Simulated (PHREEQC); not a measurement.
## Metal-bearing waste water: an equilibrium model

Make-up at 25 °C: 0.062 mol/kgw CuSO4, 3e-05 mol/kgw H3AsO4 and 5.2e-05 mol/kgw NaCl. Closed to the air; pH follows from the charge balance.

Model: ion-association model, wateq4f.dat, run in PHREEQC.

No solid was allowed to form.

**Question.** Predict the pH, ionic strength.

**Answer.** pH 4.53; ionic strength 0.136 mol/kgw.

**Question.** In which forms is Cu present?

**Answer.** Cu+2 55 %, CuSO4 45 % of the Cu.

Saturation is exceeded, for instance for Antlerite, Brochantite; the values hold only as long as no solid forms. The database has no arsenate complexes of Cu.
